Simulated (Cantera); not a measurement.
What does this Cantera script print?

```python
import numpy as np
import cantera as ct

gas_names = """
    H HO2 H2 H2O H2O2 H2S H2SO4 Mg MgH MgO MgOH MgO2H2 MgS Mg2 O OH O2 O3 S SH SO SO2 SO3 S2 S2O S8
""".split()
cond_names = """
    H2O(s) H2O(L) H2SO4(L) Mg(cr) Mg(L) MgO(s) MgO(L) MgO2H2(s) MgS(s) MgSO4(s) MgSO4(L) S(cr1) S(cr2)
    S(L)
""".split()


# ... load() reads the species with a 1 bar reference pressure and builds the phases ...
atoms = {
    'MgSO4': {'Mg': 1, 'S': 1, 'O': 4},
    'H2': {'H': 2},
    'O2': {'O': 2},
}
top_T = {'MgS(s)': 2250}  # K; cautious upper limits of use, not melting points


# ... equilibrate(T, P, feed) seeds the gas with the atoms and calls Mixture.equilibrate('TP', solver="vcs", rtol=1e-11, max_steps=5000) ...
results = []
feed = {'MgSO4': 1, 'H2': 0.2, 'O2': 0.015}  # mol
P = 100000  # Pa
for T in [925, 975, 1025, 1075, 1125, 1175, 1225, 1275, 1325, 1375, 1425, 1475, 1525]:
    mix = equilibrate(T, P, feed)
    results.append((T, P, feed, dict(zip(mix.species_names, mix.species_moles))))
    x = sorted(zip(gas.X, gas.species_names), reverse=True)
    print(f"T = {T:g} K  P = {P:g} Pa  gas = {mix.phase_moles(0):.4g} mol")
    print("   x: " + "  ".join(f"{s} {v:.3e}" for v, s in x if v > 0.001))
    print("   condensed (mol): " + ("  ".join(f"{mix.phase(i).name} {mix.phase_moles(i):.4g}"
          for i in range(1, mix.n_phases) if mix.phase_moles(i) > 1e-12) or "none"))
```

Result:

```
T = 925 K  P = 100000 Pa  gas = 0.37 mol
   x: H2O 5.405e-01  SO2 4.594e-01
   condensed (mol): MgO(s) 0.17  MgSO4(s) 0.83
T = 975 K  P = 100000 Pa  gas = 0.37 mol
   x: H2O 5.405e-01  SO2 4.595e-01
   condensed (mol): MgO(s) 0.17  MgSO4(s) 0.83
T = 1025 K  P = 100000 Pa  gas = 0.37 mol
   x: H2O 5.405e-01  SO2 4.595e-01
   condensed (mol): MgO(s) 0.17  MgSO4(s) 0.83
T = 1075 K  P = 100000 Pa  gas = 0.37 mol
   x: H2O 5.405e-01  SO2 4.594e-01
   condensed (mol): MgO(s) 0.17  MgSO4(s) 0.83
T = 1125 K  P = 100000 Pa  gas = 0.3701 mol
   x: H2O 5.404e-01  SO2 4.594e-01
   condensed (mol): MgO(s) 0.1701  MgSO4(s) 0.8299
T = 1175 K  P = 100000 Pa  gas = 0.3703 mol
   x: H2O 5.401e-01  SO2 4.591e-01
   condensed (mol): MgO(s) 0.1703  MgSO4(s) 0.8297
T = 1225 K  P = 100000 Pa  gas = 0.3714 mol
   x: H2O 5.385e-01  SO2 4.588e-01  SO3 2.202e-03
   condensed (mol): MgO(s) 0.1712  MgSO4(s) 0.8288
T = 1275 K  P = 100000 Pa  gas = 0.3823 mol
   x: H2O 5.232e-01  SO2 4.619e-01  O2 8.611e-03  SO3 6.234e-03
   condensed (mol): MgO(s) 0.179  MgSO4(s) 0.821
T = 1325 K  P = 100000 Pa  gas = 0.5288 mol
   x: SO2 5.109e-01  H2O 3.782e-01  O2 9.468e-02  SO3 1.622e-02
   condensed (mol): MgO(s) 0.2787  MgSO4(s) 0.7213
T = 1375 K  P = 100000 Pa  gas = 1.597 mol
   x: SO2 6.036e-01  O2 2.486e-01  H2O 1.252e-01  SO3 2.261e-02
   condensed (mol): MgO(s) 1
T = 1425 K  P = 100000 Pa  gas = 1.601 mol
   x: SO2 6.074e-01  O2 2.506e-01  H2O 1.249e-01  SO3 1.702e-02
   condensed (mol): MgO(s) 1
T = 1475 K  P = 100000 Pa  gas = 1.605 mol
   x: SO2 6.102e-01  O2 2.521e-01  H2O 1.246e-01  SO3 1.304e-02
   condensed (mol): MgO(s) 1
T = 1525 K  P = 100000 Pa  gas = 1.607 mol
   x: SO2 6.122e-01  O2 2.532e-01  H2O 1.244e-01  SO3 1.015e-02
   condensed (mol): MgO(s) 1
```

These are equilibrium values from Cantera (NASA tables, ideal gas, pure condensed phases), not measurements of a reactor. Mutual solubility and eutectic melting of coexisting phases are not modelled.
